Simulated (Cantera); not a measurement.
Feed: 1 mol Si, 0.18 mol O2, 3.1 mol N2, 0.0068 mol H2O, held at 5.20 Pa.

Equilibrium computed with Cantera from the NASA thermochemical tables; the gas is ideal and each condensed phase is pure. Candidate condensed phases: H2O, Si, SiO2, Si2N2O, Si3N4; 35 gas species. N2 is the only nitrogen source here; it is nearly inert below about 1500 K, so the nitride shown seldom forms there in practice. Mutual solubility and eutectic melting of coexisting phases are not modelled. Equilibrium is a limit: real reactors are often held back by kinetics, nucleation or transport.

Problem. What share of the Si ends up in condensed phases as a function of T (K), at 1248, 1298, 1348, 1398, 1448, 1498, 1548, 1598, 1648, 1698, 1748, 1798, 1848, 1898?

Solution. 
| T (K) | Si condensed (%) | as |
|---|---|---|
| 1248 | 100.0 | Si2N2O(s) + Si3N4(s) |
| 1298 | 100.0 | Si2N2O(s) + Si3N4(s) |
| 1348 | 100.0 | Si2N2O(s) + Si3N4(s) |
| 1398 | 99.9 | Si2N2O(s) + Si3N4(s) |
| 1448 | 99.2 | Si2N2O(s) + Si3N4(s) |
| 1498 | 96.0 | Si2N2O(s) + Si3N4(s) |
| 1548 | 63.1 | Si(s) |
| 1598 | 62.7 | Si(s) |
| 1648 | 61.5 | Si(s) |
| 1698 | 58.7 | Si(l) |
| 1748 | 53.0 | Si(l) |
| 1798 | 40.7 | Si(l) |
| 1848 | 14.2 | Si(l) |
| 1898 | 0.0 | - |
